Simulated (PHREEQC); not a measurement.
Dissolve 0.15 mol HCl, 0.2 mol CuSO4 and 0.00025 mol MgCl2 per kg of water at 7.4 °C. Closed to the air; pH follows from the charge balance.

Computed with PHREEQC (ion-association model, phreeqc.dat).

| quantity | before | after |
|---|---|---|
| pH | 1.22 | 2.02 |
| ionic strength (mol/kgw) | 0.531 | 0.0654 |
| Cu+2 (mol/kgw) | 0.128 | 0.0144 |
| HSO4- (mol/kgw) | 0.0714 | 0.00376 |
| CuSO4 (mol/kgw) | 0.0665 | 0.00548 |

Task: What was changed between the two runs?
A. MgCl2 from 0.00025 to 0.000375 mol/kgw
B. diluted 10-fold with water
C. MgCl2 from 0.00025 to 0.00125 mol/kgw
D. MgCl2 from 0.00025 to 5e-05 mol/kgw
E. MgCl2 from 0.00025 to 0.0025 mol/kgw

Result: B, diluted 10-fold with water

This is a speciation only: nothing precipitates in the calculation. Constants without temperature data keep their 25 °C values here.
